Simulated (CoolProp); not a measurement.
A Linde-Hampson liquefier for CF4 (R14): isothermal reversible compression at 290 K from 1 atm to 20 MPa, throttling to 1 atm, return gas leaving the recuperator 2 K below the feed. Each further row changes one setting.

The numbers come from the reference Helmholtz-energy equation of state, Platzer 1990 in CoolProp. This equation is an older, rougher fit; its heat capacities, sound speeds and derivatives of the liquid may be far off and weren't checked against measurements.

```
case                        liquid yield per pass  compression work (kJ/kg of gas)
--------------------------  ---------------------  -------------------------------
as stated                                   0.297                              128
high pressure 40 MPa                          ___                              ___
warm-end temperature 320 K                    ___                              148
warm-end gap 7 K                              ___                              128
```

Question: Some entries are withheld; supply them.

Answer: 
- high pressure 40 MPa, liquid yield per pass: 0.313
- high pressure 40 MPa, compression work (kJ/kg of gas): 147
- warm-end temperature 320 K, liquid yield per pass: 0.222
- warm-end gap 7 K, liquid yield per pass: 0.286
